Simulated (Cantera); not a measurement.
An isothermal, constant-pressure homogeneous reactor starts with N2O : H2O = 0.42 : 0.083 (molar parts), at 1475 K and 2900 Pa.

Cantera simulation using GRI-Mech 3.0 (53 species, 325 reactions); the numbers are that mechanism's predictions, not measurements. GRI-Mech 3.0 was tuned for natural gas; its chemistry of N2O as a main component is partial and can be far from experiment. Radical loss at walls, strong at low pressure, is not modelled. The temperature is held fixed by assumption; the heat of reaction is taken as removed at once.

x: mole fraction; the columns are a selection and need not sum to one.

```json
[
 {"t (s)": "0.000100", "x N2O": "0.835", "x H2O": "0.165", "x H2O2": "5.09e-10", "x O": "5.29e-5", "x H2": "2.69e-9", "x O2": "2.21e-5"},
 {"t (s)": "0.000325", "x N2O": "0.834", "x H2O": "0.165", "x H2O2": "2.41e-8", "x O": "7.22e-5", "x H2": "1.40e-7", "x O2": "0.000129"},
 {"t (s)": "0.00105", "x N2O": "0.832", "x H2O": "0.165", "x H2O2": "?", "x O": "7.47e-5", "x H2": "?", "x O2": "?"},
 {"t (s)": "0.00342", "x N2O": "0.826", "x H2O": "0.164", "x H2O2": "?", "x O": "7.81e-5", "x H2": "?", "x O2": "?"},
 {"t (s)": "0.0111", "x N2O": "0.806", "x H2O": "0.163", "x H2O2": "2.20e-7", "x O": "7.79e-5", "x H2": "1.08e-5", "x O2": "0.00798"},
 {"t (s)": "0.0360", "x N2O": "0.747", "x H2O": "0.160", "x H2O2": "1.44e-7", "x O": "7.57e-5", "x H2": "7.92e-6", "x O2": "0.0252"},
 {"t (s)": "0.117", "x N2O": "0.590", "x H2O": "0.151", "x H2O2": "6.54e-8", "x O": "7.14e-5", "x H2": "6.62e-6", "x O2": "0.0708"},
 {"t (s)": "0.380", "x N2O": "0.304", "x H2O": "0.134", "x H2O2": "2.09e-8", "x O": "6.39e-5", "x H2": "7.25e-6", "x O2": "0.155"},
 {"t (s)": "1.23", "x N2O": "0.0512", "x H2O": "0.119", "x H2O2": "6.90e-9", "x O": "5.23e-5", "x H2": "9.65e-6", "x O2": "0.231"},
 {"t (s)": "4.00", "x N2O": "0.000689", "x H2O": "0.116", "x H2O2": "2.36e-9", "x O": "1.43e-5", "x H2": "3.12e-6", "x O2": "0.247"}
]
```

### Question
Some entries are withheld; supply them.

### Answer

- 0.00105, x H2O2: 2.43e-7
- 0.00105, x H2: 2.28e-6
- 0.00105, x O2: 0.000563
- 0.00342, x H2O2: 2.77e-7
- 0.00342, x H2: 9.41e-6
- 0.00342, x O2: 0.00229
